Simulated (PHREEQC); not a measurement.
Consider water at 25 °C with 4.6 mmol/kgw H3BO3 and 75 mmol/kgw Na2HPO4. Closed to the air; pH follows from the charge balance.

Model: ion-association model, phreeqc.dat, run in PHREEQC.

Each row changes one thing in this solution. No solid was allowed to form.

```
case                                                   pH  ionic strength (mol/kgw)
---------------------------------------------------  ----  ------------------------
as made                                              8.57                     0.213
Na2HPO4 replaced by NaBF4 at the same molality       2.70                    0.0773
temperature from 25 to 90 °C                         8.26                     0.214
Na2HPO4 replaced by (NH4)2HPO4 at the same molality  7.95                     0.215
H3BO3 from 0.0046 to 0.0023 mol/kgw                  8.73                     0.213
Na2HPO4 left out                                     5.79                   1.63e-6
H3BO3 left out                                       9.16                     0.214
temperature from 25 to 50 °C                         8.45                     0.213
H3BO3 replaced by Na2B4O7 at the same molality       9.10                     0.223
```

At this temperature some constants are extrapolated from 25 °C, and those without enthalpy data are left unchanged.
